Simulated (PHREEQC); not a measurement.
Make-up at 20 °C: 1.65 mol/kgw HCl and 0.3 mol/kgw KCl. Closed to the air; pH follows from the charge balance.

Model: Pitzer model, pitzer.dat, run in PHREEQC.

Task: The ionic strength comes out as 1.95 mol/kgw. What activity coefficients do K+, H+, Cl- get?

Result: K+ 0.89, H+ 1.6, Cl- 0.57. Single-ion values are on the MacInnes scale.

No solid was allowed to form. Species that the database lacks are ignored. In brines, pH and single-ion activities rest on the MacInnes convention.
